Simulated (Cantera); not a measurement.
Input (Python, Cantera):

```python
import numpy as np
import cantera as ct

gas = ct.Solution("gri30.yaml")
gas.TPX = 1025, 78000, {'N2O': 1, 'H2O': 0.0085}
reactor = ct.IdealGasConstPressureReactor(gas, energy="off", clone=False)
net = ct.ReactorNet([reactor])
net.rtol, net.atol = 1e-08, 1e-18
show = ['N2O', 'H2O', 'NO2', 'OH', 'H2O2', 'NO', 'HO2']
times = np.geomspace(1e-06, 30, 14)

steps = ct.SolutionArray(gas, extra=["t"])
rows = []
print(f"{'t/s':>10s}{'T/K':>9s}{'P/Pa':>11s}" + "".join(f"{s:>11s}" for s in show))
for t in times:
    while net.time < t:
        t_next = net.step()
        steps.append(gas.state, t=t_next)
    rows.append([np.interp(t, steps.t, y) for y in (steps.T, steps.P, *steps(*show).X.T)])
    print(f"{t:10.3e}{rows[-1][0]:9.1f}{rows[-1][1]:11.4g}" + "".join(f"{x:11.3e}" for x in rows[-1][2:]))
rate = np.gradient(steps.T, steps.t)
print("integrator steps:", len(steps.t))
if steps.T.max() > steps.T[0] + 200:
    print(f"time of steepest temperature rise: {steps.t[rate.argmax()]:.4e} s")
gas.TPX = 1025, 78000, {'N2O': 1, 'H2O': 0.0085}
gas.equilibrate("TP")
print(f"equilibrium (TP): T = {gas.T:.1f} K  " + "  ".join(f"{s} {gas[s].X[0]:.3e}" for s in show))
```

Result:

```
       t/s      T/K       P/Pa        N2O        H2O        NO2         OH       H2O2         NO        HO2
 1.000e-06   1025.0    7.8e+04  9.916e-01  8.428e-03  8.933e-21  1.387e-12  3.488e-24  1.430e-11  2.744e-16
 3.760e-06   1025.0    7.8e+04  9.916e-01  8.428e-03  1.567e-18  1.843e-11  7.850e-22  1.902e-10  1.387e-14
 1.414e-05   1025.0    7.8e+04  9.916e-01  8.428e-03  2.058e-16  2.111e-10  1.959e-19  2.183e-09  6.272e-13
 5.315e-05   1025.0    7.8e+04  9.916e-01  8.428e-03  1.247e-14  1.622e-09  3.769e-17  1.694e-08  2.064e-11
 1.998e-04   1025.0    7.8e+04  9.916e-01  8.428e-03  3.235e-13  7.466e-09  3.519e-15  8.125e-08  4.145e-10
 7.513e-04   1025.0    7.8e+04  9.916e-01  8.428e-03  1.337e-11  2.551e-08  2.469e-13  3.238e-07  5.873e-09
 2.825e-03   1025.0    7.8e+04  9.915e-01  8.428e-03  1.440e-09  5.991e-08  3.329e-11  1.234e-06  5.859e-08
 1.062e-02   1025.0    7.8e+04  9.914e-01  8.428e-03  1.134e-07  1.124e-07  2.735e-09  4.548e-06  2.853e-07
 3.993e-02   1025.0    7.8e+04  9.910e-01  8.426e-03  2.822e-06  2.834e-07  1.342e-08  1.470e-05  3.943e-07
 1.501e-01   1025.0    7.8e+04  9.894e-01  8.422e-03  2.039e-05  4.260e-07  5.263e-09  4.511e-05  2.370e-07
 5.645e-01   1025.0    7.8e+04  9.835e-01  8.405e-03  8.062e-05  6.013e-07  2.747e-09  1.600e-04  1.347e-07
 2.122e+00   1025.0    7.8e+04  9.617e-01  8.344e-03  1.704e-04  8.107e-07  2.614e-09  6.845e-04  6.002e-08
 7.979e+00   1025.0    7.8e+04  8.864e-01  8.132e-03  2.318e-04  9.439e-07  3.145e-09  2.659e-03  2.103e-08
 3.000e+01   1025.0    7.8e+04  6.700e-01  7.523e-03  2.729e-04  9.159e-07  2.942e-09  8.158e-03  6.833e-09
integrator steps: 1256
equilibrium (TP): T = 1025.0 K  N2O 3.078e-09  H2O 5.635e-03  NO2 2.379e-06  OH 5.259e-08  H2O2 1.103e-11  NO 4.740e-05  HO2 4.320e-10
```

Cantera simulation using GRI-Mech 3.0 (53 species, 325 reactions); the numbers are that mechanism's predictions, not measurements. GRI-Mech 3.0 was tuned for natural gas; its chemistry of N2O as a main component is partial and can be far from experiment. The mechanism lacks the step 2 NO + O2 → 2 NO2, which can matter for NO2 below about 1400 K. The temperature is held fixed by assumption; the heat of reaction is taken as removed at once.
